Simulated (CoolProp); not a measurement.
Computed with CoolProp (reference Helmholtz-energy equation of state, Akasaka 2019).

### Question
Give the vapour pressure (bar), liquid density (kg/m³), vapour density (kg/m³), surface tension (mN/m) of saturated R1234ze(Z) at 51.75, 57.05, 67.55 °C.

### Answer
```tsv
T (°C)	p (bar)	liquid density (kg/m³)	vapour density (kg/m³)	surface tension (mN/m)
51.75	4.11	1150	19.9	9.54
57.05	4.77	1130	23.1	8.91
67.55	6.31	1100	30.6	7.70
```

Surface tension comes from a separate correlation (Kondou 2015).
